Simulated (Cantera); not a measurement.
Input: 1 mol Cr, 29 mol N2, equilibrated at 1150 K and 0.0290 bar.

These are equilibrium values from Cantera (NASA tables, ideal gas, pure condensed phases), not measurements of a reactor. Candidate condensed phases: Cr, CrN, Cr2N; 4 gas species. Rates play no part.

Base state: N2 1.00 (mole fractions); condensed: Cr2N(s).

**Question.** What changes in the equilibrium state with this change: temperature from 1150 K to 1623 K?

**Answer.** 
```
species       before     after
------------  ------  --------
N2              1.00     1.000
Cr             <1e-9  0.000200
Cr2N(s), mol   0.500         0
Cr(s), mol         0     0.994
```
